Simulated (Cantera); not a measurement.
## Stirred combustor or abatement burner

A perfectly stirred reactor is fed with CO : H2 : O2 : N2 : H2O = 1 : 0.063 : 1.18 : 10.2 : 2.6 (molar parts), equivalence ratio 0.45, at 750 Torr; it is adiabatic with a 573 K inlet, and is followed from long to short residence time, starting on the burning branch (τ in s: 0.3, 0.11, 0.039, 0.014, 0.005, 0.0018, 0.00064, 0.00023, 8.3e-05).

Cantera simulation using GRI-Mech 3.0 (53 species, 325 reactions); the numbers are that mechanism's predictions, not measurements.

```csv
τ (s),T (K),x CO,x H2,x O2,x NO,x N2O
0.30,1138,0.00347,0.000118,0.0464,1.43e-8,3.27e-7
0.11,573,0.0665,0.00419,0.0784,<1e-12,<1e-12
0.039,573,0.0665,0.00419,0.0784,<1e-12,<1e-12
0.014,573,0.0665,0.00419,0.0784,<1e-12,<1e-12
0.0050,573,0.0665,0.00419,0.0784,<1e-12,<1e-12
0.0018,573,0.0665,0.00419,0.0784,<1e-12,<1e-12
0.00064,573,0.0665,0.00419,0.0784,<1e-12,<1e-12
0.00023,573,0.0665,0.00419,0.0784,<1e-12,<1e-12
8.3e-5,573,0.0665,0.00419,0.0784,<1e-12,<1e-12
```
x: mole fraction; the columns are a selection and need not sum to one.
